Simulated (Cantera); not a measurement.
Feed: 1 mol SiCl₄, 0.54 mol HCl, 9.6 mol H₂, held at 2152 °C and 10.0 Torr.

Method: chemical equilibrium by Gibbs-energy minimisation in Cantera with the NASA 1993 tables (ideal gas, pure condensed phases). Candidate condensed phases: Si; 19 gas species. The tables' values for SiCl, SiCl₃ are old estimates; treat these amounts as uncertain. Gases not in the tables: Si₂H₆ and higher silanes. Kinetics and transport are ignored.

Base state: H₂ 0.546, HCl 0.233, H 0.114, Si 0.0362, Cl 0.0347, SiCl₂ 0.0282, SiCl 0.00719, SiH 0.000916 (mole fractions); condensed: gas only.

### Question
What changes in the equilibrium state with this change: temperature from 2152 °C to 1325 °C?

### Answer
```json
[
 {"species": "H₂", "before": "0.546", "after": "0.711"},
 {"species": "HCl", "before": "0.233", "after": "0.206"},
 {"species": "SiCl₂", "before": "0.0282", "after": "0.0790"},
 {"species": "H", "before": "0.114", "after": "0.000389"},
 {"species": "Si", "before": "0.0362", "after": "2.71e-6"},
 {"species": "Cl", "before": "0.0347", "after": "8.91e-5"},
 {"species": "Si₂", "before": "0.000156", "after": "2.58e-9"},
 {"species": "SiCl₄", "before": "1.15e-7", "after": "0.000295"},
 {"species": "SiH", "before": "0.000916", "after": "5.79e-7"},
 {"species": "SiHCl₃", "before": "2.11e-7", "after": "0.000146"}
]
```
The tables' values for SiCl₃, SiCl are old estimates; treat these amounts as uncertain.

### Question
What changes in the equilibrium state with this change: HCl from 0.54 to 4.5 mol?

### Answer
```json
[
 {"species": "H₂", "before": "0.546", "after": "0.439"},
 {"species": "HCl", "before": "0.233", "after": "0.345"},
 {"species": "H", "before": "0.114", "after": "0.103"},
 {"species": "Cl", "before": "0.0347", "after": "0.0573"},
 {"species": "Si", "before": "0.0362", "after": "0.0160"},
 {"species": "SiCl₂", "before": "0.0282", "after": "0.0341"},
 {"species": "Si₂", "before": "0.000156", "after": "3.07e-5"},
 {"species": "SiH₂", "before": "7.65e-5", "after": "2.73e-5"},
 {"species": "SiH", "before": "0.000916", "after": "0.000365"}
]
```
